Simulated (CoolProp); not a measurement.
Aqueous lithium chloride as a coolant, 12 % by mass, freezing at -16.1 °C, 1 atm.

Values from CoolProp's Melinder's fits for secondary coolants.

```tsv
T (°C)	viscosity (mPa s)	conductivity (W/(m K))	density (kg/m³)	Prandtl number
-12.6	4.08	___	1073	27.4
-4	___	0.533	1072	19.5
4.6	2.25	0.546	1071	14.6
13.2	___	___	1069	11.4
21.8	1.46	0.572	1067	9.16
30.4	1.22	0.584	1064	7.50
39	___	0.597	1062	6.20
```

Question: Complete the blanks.

Answer: 
- -12.6, conductivity (W/(m K)): 0.520
- -4, viscosity (mPa s): 2.96
- 13.2, viscosity (mPa s): 1.79
- 13.2, conductivity (W/(m K)): 0.559
- 39, viscosity (mPa s): 1.02
